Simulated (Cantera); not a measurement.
An isothermal, constant-pressure homogeneous reactor starts with 6.88 % H2, 14.3 % O2, 78.8 % N2, equivalence ratio 0.24, at 1225 K and 97.5 Torr.

Computed with Cantera and the H2/O2 subset of GRI-Mech 3.0, which has no nitrogen chemistry. The temperature is held fixed by assumption; the heat of reaction is taken as removed at once.

x: mole fraction; the columns are a selection and need not sum to one.

| t (s) | x H2 | x O2 | x HO2 | x OH | x H2O | x H2O2 | x H |
|---|---|---|---|---|---|---|---|
| 4.00e-6 | 0.0688 | 0.143 | 5.62e-10 | 3.34e-11 | 1.01e-11 | <1e-12 | 5.32e-10 |
| 1.13e-5 | 0.0688 | 0.143 | 1.59e-9 | 1.96e-10 | 1.76e-10 | <1e-12 | 1.49e-9 |
| 3.17e-5 | 0.0688 | 0.143 | 4.51e-9 | ___ | 2.78e-9 | 4.75e-12 | 5.44e-9 |
| 8.94e-5 | 0.0688 | 0.143 | 1.38e-8 | ___ | 6.85e-8 | 3.83e-11 | 5.72e-8 |
| 0.000252 | 0.0687 | 0.143 | 5.37e-7 | ___ | 2.99e-5 | 1.22e-9 | 2.09e-5 |
| 0.000710 | 0.00478 | 0.110 | 7.84e-6 | ___ | 0.0521 | 5.07e-7 | 0.0218 |
| 0.00200 | 0.00195 | 0.111 | 7.73e-6 | ___ | 0.0651 | 6.10e-7 | 0.00515 |
| 0.00563 | 0.000309 | 0.112 | 4.91e-6 | ___ | 0.0703 | 4.32e-7 | 0.000284 |
| 0.0159 | 3.19e-5 | 0.113 | 1.30e-6 | ___ | 0.0711 | 1.45e-7 | 9.29e-6 |
| 0.0447 | 4.43e-6 | 0.113 | 2.59e-7 | ___ | 0.0712 | 4.07e-8 | 5.30e-7 |
| 0.126 | 9.05e-7 | 0.113 | 6.20e-8 | ___ | 0.0712 | 1.22e-8 | 5.35e-8 |
| 0.355 | 2.38e-7 | 0.113 | 1.84e-8 | ___ | 0.0712 | 3.93e-9 | 7.63e-9 |
| 1.00 | 7.31e-8 | 0.113 | 7.48e-9 | ___ | 0.0712 | 1.35e-9 | 1.34e-9 |

Problem. Some entries are withheld; supply them.

Solution. 
- 3.17e-5, x OH: 1.11e-9
- 8.94e-5, x OH: 1.36e-8
- 0.000252, x OH: 5.06e-6
- 0.000710, x OH: 0.00302
- 0.00200, x OH: 0.00192
- 0.00563, x OH: 0.000726
- 0.0159, x OH: 0.000232
- 0.0447, x OH: 8.97e-5
- 0.126, x OH: 4.19e-5
- 0.355, x OH: 2.19e-5
- 1.00, x OH: 1.22e-5
